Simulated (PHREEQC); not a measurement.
PHREEQC input (ion-association model, wateq4f.dat):

```
SOLUTION_MASTER_SPECIES
  An  An-  0  An  62.0  # stands for a non-complexing anion
SOLUTION_SPECIES
  An- = An-
    -log_k 0
    -gamma 3.0 0
  PO4-3 + 3H+ = H3PO4  # constants of phreeqc.dat
    -log_k 21.721
    -delta_h -10.1 kJ
PHASES
  Fix_H+
    H+ = H+
    -log_k 0
SOLUTION 1
  temp 25
  units mmol/kgw
  pH 7 charge
  P 23
  Na 73
  An 50
END
SELECTED_OUTPUT 1
  -reset false
  -pH true
  -pe true
  -ionic_strength true
  -water true
  -totals Na P
  -molalities Hfo_wOH Hfo_wOH2+ Hfo_wO- Hfo_sOH Hfo_sOH2+ Hfo_sO- Hfo_wH2PO4 Hfo_wHPO4- Hfo_wPO4-2
USER_PUNCH 1
  -headings sigma psi
  10 PUNCH EDL("sigma", "Hfo"), EDL("psi", "Hfo")
PRINT
  -reset false
USE solution 1
SURFACE 1
  Hfo_wOH 0.00988764 600 4.4
  Hfo_sOH 0.000247191
EQUILIBRIUM_PHASES 1
  Fix_H+ -4 HAn 10
    -force_equality true
  O2(g) -0.68 10
END
# ... the last block is repeated for the other 16 points of pH, with NaOH or the acid as the point needs
```

Selected output (columns that matter, 17 of 17 rows; pH added in front):

```
pH	mu	Na	P	m_Hfo_wOH	m_Hfo_wOH2+	m_Hfo_wO-	m_Hfo_sOH	m_Hfo_sOH2+	m_Hfo_sO-	m_Hfo_wH2PO4	m_Hfo_wHPO4-	m_Hfo_wPO4-2	sigma	psi
4	0.073178	0.072987	0.013135	1.6949e-08	2.5449e-05	2.5859e-13	1.6449e-07	0.00024698	2.5096e-12	0.0097018	0.00015861	4.4035e-08	0.0041579	0.0067126
4.38	0.073069	0.072987	0.013143	3.9871e-08	3.284e-05	1.1089e-12	2.9969e-07	0.00024685	8.3355e-12	0.0095677	0.00028514	1.4431e-07	-0.00020991	-0.0003401
4.75	0.07301	0.072987	0.013156	9.1683e-08	4.6295e-05	4.1595e-12	4.8848e-07	0.00024666	2.2162e-11	0.009383	0.00045614	3.7657e-07	-0.005993	-0.009657
5.12	0.07301	0.072987	0.01318	2.1072e-07	7.0013e-05	1.453e-11	7.4164e-07	0.00024641	5.1136e-11	0.0091396	0.00067525	8.4724e-07	-0.01318	-0.020791
5.5	0.073146	0.072987	0.013223	4.9695e-07	0.00011219	5.0429e-11	1.0899e-06	0.00024606	1.106e-10	0.0088132	0.00095829	1.7696e-06	-0.022065	-0.033342
5.88	0.073588	0.072987	0.013297	1.1885e-06	0.00018527	1.7464e-10	1.5752e-06	0.00024557	2.3148e-10	0.0083769	0.001319	3.5271e-06	-0.032727	-0.046309
6.25	0.074591	0.072987	0.013423	2.8764e-06	0.00030992	6.1156e-10	2.2727e-06	0.00024488	4.8322e-10	0.0077912	0.001775	6.8676e-06	-0.04511	-0.058707
6.62	0.076429	0.072988	0.013651	7.4241e-06	0.00053359	2.3663e-09	3.3915e-06	0.00024376	1.081e-09	0.0069556	0.0023756	1.3778e-05	-0.059433	-0.070193
7	0.080157	0.07409	0.014071	2.1334e-05	0.00093936	1.11e-08	5.4883e-06	0.00024166	2.8555e-09	0.0057111	0.0031839	3.0144e-05	-0.075425	-0.080083
7.38	0.087123	0.078412	0.014718	6.3905e-05	0.0015445	6.0574e-08	9.8188e-06	0.0002373	9.307e-09	0.0040708	0.0041346	7.1317e-05	-0.091237	-0.087151
7.75	0.092653	0.081953	0.015467	0.00017739	0.0021813	3.3047e-07	1.8582e-05	0.0002285	3.4619e-08	0.0024562	0.0049032	0.00016623	-0.10333	-0.091679
8.12	0.096632	0.084598	0.016195	0.0004471	0.0026378	1.7361e-06	3.5794e-05	0.00021118	1.3899e-07	0.0012462	0.0051851	0.00036638	-0.11228	-0.094699
8.5	0.099763	0.086782	0.016938	0.0010271	0.002795	8.647e-06	6.6254e-05	0.00018029	5.5777e-07	0.00053087	0.0047889	0.00073362	-0.1203	-0.097297
8.88	0.10278	0.088978	0.017798	0.0020528	0.0026009	3.7115e-05	0.00010813	0.00013701	1.9551e-06	0.00019415	0.0037614	0.0012376	-0.12935	-0.10014
9.25	0.10591	0.091306	0.018752	0.0034256	0.0020905	0.0001286	0.00014995	9.1509e-05	5.6292e-06	6.1701e-05	0.0024819	0.0016954	-0.13986	-0.10326
9.62	0.10906	0.093632	0.019687	0.0047956	0.0014116	0.00037324	0.00018007	5.3002e-05	1.4015e-05	1.6311e-05	0.0013602	0.0019265	-0.15123	-0.10641
10	0.1123	0.095922	0.02053	0.0056928	0.00078704	0.00094331	0.00018948	2.6197e-05	3.1398e-05	3.4457e-06	0.00061179	0.0018447	-0.16319	-0.10948
```

H3PO4, which wateq4f.dat lacks, is added to it with the constant of phreeqc.dat.
